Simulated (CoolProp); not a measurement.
Vapour-liquid equilibrium of dimethyl ether (1) + isobutane (2) at 265.3 K; x and y are mole fractions of (1).

Values from CoolProp's multi-fluid Helmholtz-energy mixture model, Wu 2011 and Bücker 2006; pair parameters Bell 2016.

### Question
Give the bubble pressure and the first vapour's composition at x = 0.05, 0.2, 0.575. Is there an azeotrope?

### Answer
x = 0.05: 128.5 kPa, y = 0.125; x = 0.2: 154.2 kPa, y = 0.367; x = 0.575: 190.0 kPa, y = 0.675. y crosses x between x = 0.875 and 0.95: the model has an azeotrope there.

Pair parameters are fitted to limited data, so mixtures are less certain than the pure fluids.
